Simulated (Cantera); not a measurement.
# Boron, boron nitride and boron oxide: B2H6 + NH3 + N2

Charge: 1 mol B2H6, 6 mol NH3, 0.19 mol N2, equilibrated at 2248.15 K.

These are equilibrium values from Cantera (NASA tables, ideal gas, pure condensed phases), not measurements of a reactor. Candidate condensed phases: B, BN; 15 gas species. The feed counts by its element totals alone. The tables' values for BH2 are old estimates; treat these amounts as uncertain. Equilibrium is a limit: real reactors are often held back by kinetics, nucleation or transport.

```tsv
P (Pa)	x H2	x H	x N2	x B	n B(s)	n BN(s)
10	0.355	0.438	0.153	0.0522	0.890	0
63	0.582	0.224	0.185	0.00828	1.84	0
400	0.701	0.0973	0.199	0.00130	1.96	0
2500	0.805	0.0417	0.152	0.000191	0	1.98
16000	0.829	0.0167	0.153	1.17e-5	0	1.99
100000	0.839	0.00674	0.154	7.48e-7	0	2.00
```
x: gas mole fraction; n: condensed amount in mol.

From 10.0 Pa to 4.00 mbar the condensed part is B(s). From 25.0 mbar to 1.00 bar the condensed part is BN(s). The share of B in condensed phases is highest at 1.00 bar (99.9 %) and lowest at 10.0 Pa (44.5 %).
